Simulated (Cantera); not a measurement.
Charge: 1 mol Si₃N₄, 2.6 mol H₂O, 75 mol H₂, at 97.5 Torr.

Method: chemical equilibrium by Gibbs-energy minimisation in Cantera with the NASA 1993 tables (ideal gas, pure condensed phases). Candidate condensed phases: H₂O, Si, SiO₂, Si₂N₂O, Si₃N₄; 35 gas species. Mutual solubility and eutectic melting of coexisting phases are not modelled. The tables hold silica as quartz up to 1696 K and as liquid above; real silica turns to tridymite and cristobalite and melts near 1996 K. The numbers say what is thermodynamically allowed, not how fast it happens.

At 1548 K, list the 5 most abundant gas species with their mole fractions, and the condensed phases.

H₂ 0.988, N₂ 0.0112, SiO 0.000525, H₂O 9.51e-5, H 8.49e-5. Condensed: SiO₂(β-quartz) + Si₂N₂O(s).
